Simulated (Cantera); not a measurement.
# Dilute partial oxidation

An isothermal, constant-pressure homogeneous reactor starts with CH2O : O2 : N2 = 0.022 : 0.0086 : 1 (molar parts), at 950 K and 1.01 bar.

Model: GRI-Mech 3.0 (53 species, 325 reactions), integrated in Cantera. Below about 1000 K GRI-Mech 3.0 lacks low-temperature oxidation paths.

```csv
t (s),x CH2O,x O2,x CO2,x CH2,x CH4,x OH
3.00e-5,0.0213,0.00834,<1e-12,<1e-12,<1e-12,<1e-12
0.000107,0.0213,0.00834,<1e-12,<1e-12,<1e-12,<1e-12
0.000382,0.0213,0.00834,<1e-12,<1e-12,<1e-12,<1e-12
0.00136,0.0213,0.00834,1.15e-12,<1e-12,<1e-12,1.17e-11
0.00486,0.0213,0.00833,2.56e-10,<1e-12,<1e-12,1.82e-10
0.0173,0.0206,0.00782,5.13e-7,<1e-12,3.05e-11,8.13e-9
0.0618,0.000402,0.000694,0.000619,6.51e-11,3.27e-8,1.41e-6
0.220,5.75e-10,4.13e-5,0.00199,<1e-12,5.00e-8,1.80e-8
0.786,1.75e-10,7.02e-6,0.00216,<1e-12,4.94e-8,2.75e-9
2.80,1.03e-10,1.43e-6,0.00228,<1e-12,4.92e-8,7.34e-10
10.0,8.34e-11,2.49e-7,0.00241,<1e-12,4.92e-8,2.07e-10
```
x: mole fraction; the columns are a selection and need not sum to one.

Equilibrium at this temperature and pressure: CH2O 9.36e-11, O2 <1e-12, CO2 0.00969, CH2 <1e-12, CH4 7.65e-7, OH <1e-12 (gas phase only).
